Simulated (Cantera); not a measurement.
An isothermal, constant-pressure homogeneous reactor starts with 1.37 % CH₄, 0.510 % O₂, 98.1 % N₂, equivalence ratio 5.4, at 1150 K and 1.01 bar.

Cantera simulation using GRI-Mech 3.0 (53 species, 325 reactions); the numbers are that mechanism's predictions, not measurements. GRI-Mech 3.0 stops at C3 and has no aromatics, soot or wall deposition, so with more carbon than oxygen in the feed, carbon stays in small species such as C2H2 where larger ones or solid carbon would form.

Task: Predict: x(CH₄) at 80.0 s; x(O₂) at 80.0 s; x(CH₂CO) at 80.0 s; x(C₂H₆) at 80.0 s; x(H) at 80.0 s.

Result: 
```
Quantity                                              Result
------------------  ----------------------------------------
x(CH₄) at 80.0 s     0.00790 (gas-phase equilibrium 0.00188)
x(O₂) at 80.0 s       6.47e-5 (gas-phase equilibrium <1e-12)
x(CH₂CO) at 80.0 s  2.97e-6 (gas-phase equilibrium 4.11e-10)
x(C₂H₆) at 80.0 s    6.55e-6 (gas-phase equilibrium 8.77e-8)
x(H) at 80.0 s       7.60e-9 (gas-phase equilibrium 1.12e-8)
```
